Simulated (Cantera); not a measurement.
Charge: 1 mol TiCl4, 7.3 mol CH4, held at 777 °C and 25.0 mbar.

These are equilibrium values from Cantera (NASA tables, ideal gas, pure condensed phases), not measurements of a reactor. Candidate condensed phases: C, C6H6, C7H8, C8H18, Ti, TiC, TiCl2, TiCl3, TiCl4; 96 gas species. TiC: taken at fixed stoichiometry. Equilibrium is a limit: real reactors are often held back by kinetics, nucleation or transport.

Base state: H2 0.821, HCl 0.155, TiCl4 0.0206, TiCl3 0.00322, CH4 0.000964 (mole fractions); condensed: C(graphite) + TiC(s).

Task: What changes in the equilibrium state with this change: temperature from 777 °C to 1100 °C?

Result: 
```tsv
species	before	after
H2	0.821	0.764
HCl	0.155	0.234
TiCl3	0.00322	0.00176
TiCl4	0.0206	0.000587
H	4.65e-8	1.84e-5
CH4	0.000964	7.34e-5
C(graphite), mol	6.67	6.34
TiC(s), mol	0.614	0.961
```
